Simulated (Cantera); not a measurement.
What does this Cantera script print?

```python
import numpy as np
import cantera as ct

gas_names = """
    AL ALH ALN ALO ALOH ALO2 ALO2H AL2 AL2O AL2O2 H HALO HNO HNO2 HNO3 HO2 H2 H2O H2O2 N NH NH2 NH3
    NH2OH NO NO2 NO3 N2 N2H2 N2H4 N2O O OH O2 O3
""".split()
cond_names = """
    AL(cr) AL(L) ALN(s) AL2O3(a) AL2O3(L) H2O(s) H2O(L)
""".split()


# ... load() reads the species with a 1 bar reference pressure and builds the phases ...
atoms = {
    'Al': {'AL': 1},
    'N2O': {'N': 2, 'O': 1},
    'H2': {'H': 2},
}
top_T = {'ALN(s)': 2750}  # K; cautious upper limits of use, not melting points


# ... equilibrate(T, P, feed) seeds the gas with the atoms and calls Mixture.equilibrate('TP', solver="vcs", rtol=1e-11, max_steps=5000) ...
results = []
T = 1950  # K
P = 1000  # Pa
for m in [5.1, 8.1, 13, 20, 32, 51, 80, 130, 200, 320]:
    feed = {'Al': 1, 'N2O': 6.1, 'H2': m}  # mol
    mix = equilibrate(T, P, feed)
    results.append((T, P, feed, dict(zip(mix.species_names, mix.species_moles))))

top = {s: max(r[3][s] / sum(r[3][g] for g in gas_names) for r in results) for s in gas_names}
cols = sorted((s for s in top if top[s] > 1e-06), key=lambda s: -top[s])[:7]
seen = [c for c in cond_names if any(r[3].get(c, 0) > 1e-12 for r in results)]
print("log10 of partial pressures in bar; condensed amounts in mol")
print(f"{'n(H2)':>10s}" + "".join(f"{s[:9]:>10s}" for s in cols + seen))
for T, P, feed, n in results:
    ng = sum(n[g] for g in gas_names)
    print(f"{feed['H2']:10.4g}" + "".join(f"{np.log10(max(n[s] / ng * P / 1e5, 1e-99)):10.3f}" for s in cols)
          + "".join(f"{n.get(c, 0):10.4g}" for c in seen))
```

It prints:

```
log10 of partial pressures in bar; condensed amounts in mol
     n(H2)        H2        N2       H2O         H        OH        O2        NO  AL2O3(a)
       5.1    -3.345    -2.265    -2.391    -4.613    -4.701    -5.508    -5.673       0.5
       8.1    -2.614    -2.368    -2.492    -4.248    -5.167    -7.172    -6.557       0.5
        13    -2.362    -2.497    -2.621    -4.122    -5.422    -7.934    -7.002       0.5
        20    -2.234    -2.633    -2.756    -4.058    -5.622    -8.461    -7.333       0.5
        32    -2.148    -2.798    -2.921    -4.015    -5.829    -8.962    -7.666       0.5
        51    -2.095    -2.974    -3.097    -3.988    -6.032    -9.419    -7.983       0.5
        80    -2.063    -3.152    -3.275    -3.972    -6.226    -9.841    -8.283    0.4999
       130    -2.041    -3.351    -3.474    -3.961    -6.436   -10.283    -8.603    0.4999
       200    -2.028    -3.531    -3.654    -3.955    -6.623   -10.668    -8.886    0.4998
       320    -2.019    -3.730    -3.853    -3.950    -6.826   -11.084    -9.194    0.4995
```

Cantera equilibrium calculation (NASA polynomials, part measured and part estimated; ideal gas, pure solids and liquids).
